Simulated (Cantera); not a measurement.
Input: 1 mol SiF₄, 0.44 mol O₃, 1.5 mol H₂, equilibrated at 1048.15 K and 1.33 mbar.

Method: chemical equilibrium by Gibbs-energy minimisation in Cantera with the NASA 1993 tables (ideal gas, pure condensed phases). The numbers say what is thermodynamically allowed, not how fast it happens.

```tsv
species	before	after
H₂	0.0591	0.824
HF	0.715	0.144
SiF₄	0.150	0.0243
H₂O	0.0764	0.00767
SiO₂(β-quartz), mol	0.544	0.596
```
Gas species are given as mole fractions.

### Question
What was changed between the two runs?
A) H₂ from 1.5 to 15 mol
B) O₃ from 0.44 to 7.9 mol
C) O₃ from 0.44 to 2.3 mol
D) pressure from 1.33 mbar to 0.120 bar

### Answer
A, H₂ from 1.5 to 15 mol
